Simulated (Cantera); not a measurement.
Charge: 1 mol SiH₂Cl₂, 2.8 mol H₂, equilibrated at 2125 K and 13300 Pa.

Method: chemical equilibrium by Gibbs-energy minimisation in Cantera with the NASA 1993 tables (ideal gas, pure condensed phases). Candidate condensed phases: Si; 19 gas species. The tables' values for SiCl, SiCl₃ are old estimates; treat these amounts as uncertain. Gases not in the tables: Si₂H₆ and higher silanes. The numbers say what is thermodynamically allowed, not how fast it happens.

Base state: H₂ 0.687, HCl 0.189, SiCl₂ 0.108, H 0.00825, SiCl 0.00183, Cl 0.00166, SiCl₃ 0.00137, Si 0.00130 (mole fractions); condensed: Si(l).

Q: What changes in the equilibrium state with this change: SiH₂Cl₂ replaced by SiH₄?

A: 
```json
[
 {"species": "H₂", "before": "0.687", "after": "0.988"},
 {"species": "H", "before": "0.00825", "after": "0.00989"},
 {"species": "Si", "before": "0.00130", "after": "0.00130"},
 {"species": "HCl", "before": "0.189", "after": "0"},
 {"species": "SiCl₂", "before": "0.108", "after": "0"},
 {"species": "SiCl", "before": "0.00183", "after": "0"},
 {"species": "Cl", "before": "0.00166", "after": "0"},
 {"species": "SiCl₃", "before": "0.00137", "after": "0"},
 {"species": "SiHCl₃", "before": "2.99e-5", "after": "0"},
 {"species": "Si(l), mol", "before": "0.452", "after": "0.991"}
]
```
